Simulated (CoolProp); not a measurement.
A simple Rankine cycle with propyne: condensing at 293.15 K, boiler at 3.9 MPa, turbine inlet 396.4 K, turbine efficiency 0.65, pump efficiency 0.7, no recuperator. Each further row changes one setting.

Model: reference Helmholtz-energy equation of state, Polt 1992, in CoolProp. This equation is an older, rougher fit; its heat capacities, sound speeds and derivatives of the liquid may be far off and weren't checked against measurements.

```tsv
case	thermal efficiency (%)	net work (kJ/kg)	heat in (kJ/kg)	turbine exit temperature (K)	volume ratio over the turbine
as stated	11.7	65.9	561	306.2	8.15
turbine inlet 416.4 K	?	?	618	?	7.80
condensing temperature 285.15 K	12.8	74.2	?	298.7	10.3
boiler pressure 2.73 MPa	10.7	?	602	330.7	?
turbine efficiency 0.55	9.7	?	561	312.7	?
```

Fill in the missing entries.


- turbine inlet 416.4 K, thermal efficiency (%): 12.3
- turbine inlet 416.4 K, net work (kJ/kg): 75.8
- turbine inlet 416.4 K, turbine exit temperature (K): 333.0
- condensing temperature 285.15 K, heat in (kJ/kg): 579
- boiler pressure 2.73 MPa, net work (kJ/kg): 64.1
- boiler pressure 2.73 MPa, volume ratio over the turbine: 5.34
- turbine efficiency 0.55, net work (kJ/kg): 54.6
- turbine efficiency 0.55, volume ratio over the turbine: 8.39
